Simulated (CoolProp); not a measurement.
Acetone along the isobar 5810 kPa: fugacity coefficient from the reference equation and from simpler models built on Tc = 508.1 K, pc = 4692 kPa, ω = 0.307; each cubic takes its own stable root.

The numbers come from the reference Helmholtz-energy equation of state, Lemmon 2006 in CoolProp. It is a short technical equation, of lower accuracy than the large ones.

```json
[
 {"T (K)": "203.4", "phase": "liquid", "reference": "1.063e-5"},
 {"T (K)": "220.8", "phase": "liquid", "reference": "5.572e-5"},
 {"T (K)": "238.2", "phase": "liquid", "reference": "0.0002209"},
 {"T (K)": "255.5", "phase": "liquid", "reference": "0.0006992"},
 {"T (K)": "272.9", "phase": "liquid", "reference": "0.001872"},
 {"T (K)": "290.3", "phase": "liquid", "reference": "0.004353"},
 {"T (K)": "307.7", "phase": "liquid", "reference": "0.009017"},
 {"T (K)": "325.1", "phase": "liquid", "reference": "0.01697"},
 {"T (K)": "342.5", "phase": "liquid", "reference": "0.02948"},
 {"T (K)": "359.9", "phase": "liquid", "reference": "0.04787"},
 {"T (K)": "377.2", "phase": "liquid", "reference": "0.07318"},
 {"T (K)": "394.6", "phase": "liquid", "reference": "0.1067"}
]
```

Task: How far does each simpler model (van der Waals, Redlich-Kwong, Soave-Redlich-Kwong) lie from the reference over these 12 states: mean and median of the absolute difference, and the worst?

Result: 
- van der Waals: mean 8549.1 %, median 1183.9 %, worst +60840.7 % at 203.4 K and 5810 kPa
- Redlich-Kwong: mean 200.4 %, median 159.7 %, worst +480.5 % at 203.4 K and 5810 kPa
- Soave-Redlich-Kwong: mean 5.7 %, median 5.9 %, worst -10.5 % at 203.4 K and 5810 kPa
